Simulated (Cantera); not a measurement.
A closed system holds: 1 mol Al₂O₃, 1.1 mol N₂, at 10.0 mbar.

These are equilibrium values from Cantera (NASA tables, ideal gas, pure condensed phases), not measurements of a reactor. Candidate condensed phases: Al, AlN, Al₂O₃; 36 gas species. Ions and electrons are included (thermal ionisation). Rates play no part.

x: gas mole fraction; n: condensed amount in mol.

| T (K) | x N₂ | x O | x Al | x AlO | x N | x Al+ | x e- | x Al₂O | x O₂ | x NO | n Al₂O₃(l) |
|---|---|---|---|---|---|---|---|---|---|---|---|
| 3000 | 0.718 | 0.122 | 0.0613 | 0.0570 | 0.000118 | 0.000208 | 0.000146 | 0.0174 | 0.0117 | 0.0107 | 0.882 |
| 3250 | 0.213 | 0.381 | 0.214 | 0.128 | 0.000285 | 0.000990 | 0.000779 | 0.0254 | 0.0233 | 0.0109 | 0 |
| 3500 | 0.188 | 0.445 | 0.289 | ? | ? | ? | ? | ? | ? | ? | 0 |
| 3750 | 0.179 | 0.471 | 0.309 | 0.0185 | 0.00284 | 0.00525 | 0.00522 | 0.000351 | 0.00281 | 0.00544 | 0 |
| 4000 | 0.174 | 0.477 | 0.310 | 0.00676 | 0.00740 | 0.0101 | 0.0101 | 4.26e-5 | 0.00103 | 0.00388 | 0 |
| 4250 | 0.166 | 0.475 | 0.300 | 0.00266 | 0.0171 | 0.0179 | 0.0179 | 6.12e-6 | 0.000409 | 0.00281 | 0 |
| 4500 | 0.154 | 0.466 | 0.283 | 0.00111 | 0.0353 | 0.0294 | 0.0293 | 1.01e-6 | 0.000176 | 0.00203 | 0 |
| 4750 | ? | 0.452 | ? | ? | ? | ? | ? | ? | ? | ? | 0 |
| 5000 | 0.105 | 0.433 | 0.225 | 0.000212 | 0.107 | 0.0645 | 0.0645 | 3.48e-8 | 3.82e-5 | 0.000991 | 0 |

Problem. What belongs in the gaps?

Solution. 
- 4750, x N₂: 0.133
- 4750, x Al: 0.257
- 4750, x AlO: 0.000482
- 4750, x N: 0.0652
- 4750, x Al+: 0.0449
- 4750, x e-: 0.0449
- 4750, x Al₂O: 1.83e-7
- 4750, x O₂: 8.01e-5
- 4750, x NO: 0.00145
- 3500, x AlO: 0.0524
- 3500, x N: 0.000961
- 3500, x Al+: 0.00244
- 3500, x e-: 0.00235
- 3500, x Al₂O: 0.00327
- 3500, x O₂: 0.00816
- 3500, x NO: 0.00773
